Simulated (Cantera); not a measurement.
A Cantera script and what it prints.

```python
import numpy as np
import cantera as ct

gas_names = [...]  # 79 gases of nasa_gas.yaml made of B, Cl, F, H, O, Si
cond_names = """
    B(b) B(L) B2O3(L) B3O3H3(cr) H2O(s) H2O(L) Si(cr) Si(L) SiO2(Lqz) SiO2(hqz) SiO2(L)
""".split()


# ... load() reads the species with a 1 bar reference pressure and builds the phases ...
atoms = {
    'SiO2': {'Si': 1, 'O': 2},
    'HF': {'H': 1, 'F': 1},
    'O2': {'O': 2},
    'BCl3': {'B': 1, 'CL': 3},
}
top_T = {}  # K; cautious upper limits of use, not melting points


# ... equilibrate(T, P, feed) seeds the gas with the atoms and calls Mixture.equilibrate('TP', solver="vcs", rtol=1e-11, max_steps=5000) ...
results = []
feed = {'SiO2': 1, 'HF': 1.5, 'O2': 5.8, 'BCl3': 0.8}  # mol
P = 100000  # Pa
for T in [998, 1098, 1198, 1298, 1398, 1498, 1598, 1698]:
    mix = equilibrate(T, P, feed)
    results.append((T, P, feed, dict(zip(mix.species_names, mix.species_moles))))

top = {s: max(r[3][s] / sum(r[3][g] for g in gas_names) for r in results) for s in gas_names}
cols = sorted((s for s in top if top[s] > 0.0001), key=lambda s: -top[s])[:7]
seen = [c for c in cond_names if any(r[3].get(c, 0) > 1e-12 for r in results)]
print("log10 of partial pressures in bar; condensed amounts in mol")
print(f"{'T/K':>10s}" + "".join(f"{s[:9]:>10s}" for s in cols + seen))
for T, P, feed, n in results:
    ng = sum(n[g] for g in gas_names)
    print(f"{T:10.4g}" + "".join(f"{np.log10(max(n[s] / ng * P / 1e5, 1e-99)):10.3f}" for s in cols)
          + "".join(f"{n.get(c, 0):10.4g}" for c in seen))
```

It prints:

```
log10 of partial pressures in bar; condensed amounts in mol
       T/K        O2       HCL       CL2       BOF       BF3        CL        HF   B2O3(L) SiO2(hqz)   SiO2(L)
       998    -0.164    -0.987    -0.997    -4.781    -1.338    -3.922    -1.569    0.1601    0.9782         0
      1098    -0.164    -0.934    -1.031    -3.891    -1.348    -3.346    -1.531    0.1575    0.9818         0
      1198    -0.164    -0.899    -1.059    -3.154    -1.357    -2.864    -1.508    0.1535    0.9842         0
      1298    -0.165    -0.878    -1.085    -2.536    -1.369    -2.456    -1.496    0.1452     0.986         0
      1398    -0.168    -0.867    -1.113    -2.015    -1.395    -2.109    -1.494    0.1244    0.9878         0
      1498    -0.174    -0.865    -1.152    -1.579    -1.456    -1.815    -1.507   0.07545    0.9902         0
      1598    -0.186    -0.874    -1.208    -1.259    -1.577    -1.568    -1.521         0     0.992         0
      1698    -0.194    -0.894    -1.268    -1.171    -1.683    -1.355    -1.444         0         0    0.9839
```

Equilibrium computed with Cantera from the NASA thermochemical tables; the gas is ideal and each condensed phase is pure. Mutual solubility and eutectic melting of coexisting phases are not modelled. The tables' values for BOCl are old estimates; treat these amounts as uncertain. The tables hold silica as quartz up to 1696 K and as liquid above; real silica turns to tridymite and cristobalite and melts near 1996 K. Condensed phases not in the tables: borates and borosilicate glass, alloys, solid solutions and most ternary compounds. Gases not in the tables: Si(OH)4, H3BO3.
